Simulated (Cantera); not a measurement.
Feed: 1 mol SiCl4, 3.9 mol HCl, 6.3 mol H2, at 798.15 K and 29.0 bar.

Cantera equilibrium calculation (NASA polynomials, part measured and part estimated; ideal gas, pure solids and liquids). Candidate condensed phases: Si; 19 gas species. Rates play no part.

Base state: H2 0.562, HCl 0.348, SiCl4 0.0892, SiHCl3 0.000127 (mole fractions); condensed: gas only.

**Question.** What changes in the equilibrium state with this change: temperature from 798.15 K to 1573.15 K?

**Answer.** 
```
species    before     after
-------  --------  --------
H2          0.562     0.542
HCl         0.348     0.370
SiCl4      0.0892    0.0679
SiHCl3   0.000127    0.0132
SiCl2       <1e-9   0.00139
SiCl3     2.10e-8   0.00600
SiH2Cl2   1.46e-8  0.000423
```
The tables' values for SiCl3 are old estimates; treat these amounts as uncertain.
